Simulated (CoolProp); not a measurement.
Carbon dioxide at 293.15 K and 3.68 MPa is throttled through a valve to 0.728 MPa with no heat exchange. Each further row changes one setting.

Model: reference Helmholtz-energy equation of state, Span 1996, in CoolProp.

```
case                       temperature change (K)  final density (kg/m³)
-------------------------  ----------------------  ---------------------
as stated                                     [?]                    [?]
outlet pressure 0.218 MPa                   -50.5                    [?]
outlet pressure 0.946 MPa                     [?]                    [?]
```

**Question.** Some entries are withheld; supply them.

**Answer.** 
- as stated, temperature change (K): -41.3
- as stated, final density (kg/m³): 16.4
- outlet pressure 0.218 MPa, final density (kg/m³): 4.86
- outlet pressure 0.946 MPa, temperature change (K): -37.6
- outlet pressure 0.946 MPa, final density (kg/m³): 21.4
